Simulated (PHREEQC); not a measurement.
Copper plating or etch bath: speciation

Solution (25 °C): 40 mmol/kgw CuSO4 and 130 mmol/kgw HBF4. Closed to the air; pH follows from the charge balance.

Computed with PHREEQC (ion-association model, wateq4f.dat).

pH: 1.10
ionic strength: 0.214 mol/kgw
total alkalinity: -520 meq/kg

```tsv
species	molality	activity	log γ
BF4-	0.124	0.0834	-0.171
H+	0.101	0.0802	-0.100
Cu+2	0.0347	0.0111	-0.493
HSO4-	0.0262	0.0190	-0.140
HF	0.0145	0.0152	0.021
SO4-2	0.00852	0.00243	-0.545
CuSO4	0.00527	0.00553	0.021
H3BO3	0.00310	0.00325	0.021
BF3OH-	0.00297	0.00201	-0.171
H2F2	0.000575	0.000604	0.021
BF2(OH)2-	0.000266	0.000179	-0.171
F-	0.000180	0.000127	-0.154
CuF+	3.45e-5	2.57e-5	-0.129
HF2-	1.05e-5	7.40e-6	-0.154
BF(OH)3-	2.43e-7	1.64e-7	-0.171
CuOH+	1.94e-9	1.38e-9	-0.147
```

No solid was allowed to form. Real BF4- forms and hydrolyses slowly; the run takes it at equilibrium.
